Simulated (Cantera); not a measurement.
## Catalytic stagnation flow on Pt

A jet of 1.69 % H2, 14.8 % O2, 83.5 % N2, equivalence ratio 0.057 at 300 K and 0.360 bar hits a platinum plate 2.9 cm away at a mass flux of 0.067 kg/m²/s; the plate temperature is set and raised in steps from an oxygen-covered start.

Cantera simulation using Deutschmann's 1995 Pt surface mechanism with GRI-Mech 3.0 gas chemistry; the numbers are that mechanism's predictions, not measurements. Catalytic surfaces can have several steady states; this one follows from the mechanism file's or the stated starting coverage.

```json
[
 {"plate T (K)": "500", "wall x H2": "0.00160", "wall x O2": "0.132", "wall x H2O": "0.0302", "wall x OH": "<1e-8", "θ free Pt": "0.0178", "θ O*": "0.965", "θ OH*": "0.0176"},
 {"plate T (K)": "550", "wall x H2": "0.00159", "wall x O2": "0.132", "wall x H2O": "0.0299", "wall x OH": "<1e-8", "θ free Pt": "0.0188", "θ O*": "0.971", "θ OH*": "0.0101"},
 {"plate T (K)": "600", "wall x H2": "0.00159", "wall x O2": "0.132", "wall x H2O": "0.0297", "wall x OH": "<1e-8", "θ free Pt": "0.0198", "θ O*": "0.974", "θ OH*": "0.00629"},
 {"plate T (K)": "650", "wall x H2": "0.00156", "wall x O2": "0.132", "wall x H2O": "0.0296", "wall x OH": "<1e-8", "θ free Pt": "0.0210", "θ O*": "0.975", "θ OH*": "0.00422"},
 {"plate T (K)": "700", "wall x H2": "0.00145", "wall x O2": "0.132", "wall x H2O": "0.0296", "wall x OH": "<1e-8", "θ free Pt": "0.0239", "θ O*": "0.973", "θ OH*": "0.00311"},
 {"plate T (K)": "750", "wall x H2": "0.00111", "wall x O2": "0.131", "wall x H2O": "0.0301", "wall x OH": "<1e-8", "θ free Pt": "0.0330", "θ O*": "0.964", "θ OH*": "0.00265"},
 {"plate T (K)": "800", "wall x H2": "0.000725", "wall x O2": "0.131", "wall x H2O": "0.0307", "wall x OH": "<1e-8", "θ free Pt": "0.0537", "θ O*": "0.944", "θ OH*": "0.00254"}
]
```
x: mole fraction at the wall; θ: surface coverage.
